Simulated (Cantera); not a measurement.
An isothermal, constant-pressure homogeneous reactor starts with CH4 : CO2 : H2 = 1 : 0.31 : 0.28 (molar parts), at 1500 K and 100.0 Torr. Integrator tolerance rtol = 1e-08.

Computed with Cantera and GRI-Mech 3.0 (53 species, 325 reactions). GRI-Mech 3.0 stops at C3 and has no aromatics, soot or wall deposition, so with more carbon than oxygen in the feed, carbon stays in small species such as C2H2 where larger ones or solid carbon would form.

```json
[
 {"quantity": "x(CH4) at 50.0 s", "before": "0.0268 (gas-phase equilibrium 0.0195)", "after": "0.619 (gas-phase equilibrium 0.220)"},
 {"quantity": "x(CO2) at 50.0 s", "before": "0.00421 (gas-phase equilibrium 3.06e-8)", "after": "0.189 (gas-phase equilibrium 2.21e-7)"},
 {"quantity": "x(H2) at 50.0 s", "before": "0.615 (gas-phase equilibrium 0.650)", "after": "0.179 (gas-phase equilibrium 0.480)"},
 {"quantity": "x(C2H) at 50.0 s", "before": "1.49e-8 (gas-phase equilibrium 1.24e-8)", "after": "<1e-12 (gas-phase equilibrium 6.85e-12)"},
 {"quantity": "x(C2H6) at 50.0 s", "before": "2.97e-6 (gas-phase equilibrium 1.99e-6)", "after": "9.44e-5 (gas-phase equilibrium 9.07e-5)"}
]
```

Q: Name the change that produced these shifts.
A. pressure from 100.0 Torr to 368 Torr
B. CH4 1 to 6.2 parts
C. temperature 1500 to 1225 K
D. pressure from 100.0 Torr to 7500 Torr

A: C, temperature 1500 to 1225 K
